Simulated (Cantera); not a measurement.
An isothermal, constant-pressure homogeneous reactor starts with N2O : H2O = 1 : 0.011 (molar parts), at 1398 K and 1.30 bar. Integrator tolerance rtol = 1e-08.

Detailed kinetics in Cantera: GRI-Mech 3.0 (53 species, 325 reactions). GRI-Mech 3.0 was tuned for natural gas; its chemistry of N2O as a main component is partial and can be far from experiment. The mechanism lacks the step 2 NO + O2 → 2 NO2, which can matter for NO2 below about 1400 K. The temperature is held fixed by assumption; the heat of reaction is taken as removed at once.

Question: What does this change do: temperature 1398 to 1100 K?

Answer: 
```csv
quantity,before,after
x(N2O) at 1.00 s,1.42e-5 (gas-phase equilibrium 5.49e-8),0.859 (gas-phase equilibrium 7.72e-9)
x(H2O) at 1.00 s,0.00728 (gas-phase equilibrium 0.00728),0.0104 (gas-phase equilibrium 0.00728)
x(HO2) at 1.00 s,3.23e-8 (gas-phase equilibrium 3.60e-8),7.15e-8 (gas-phase equilibrium 1.62e-9)
x(NO) at 1.00 s,0.0892 (gas-phase equilibrium 0.000828),0.00486 (gas-phase equilibrium 9.83e-5)
x(O) at 1.00 s,4.34e-7 (gas-phase equilibrium 4.65e-7),2.62e-7 (gas-phase equilibrium 1.27e-9)
```
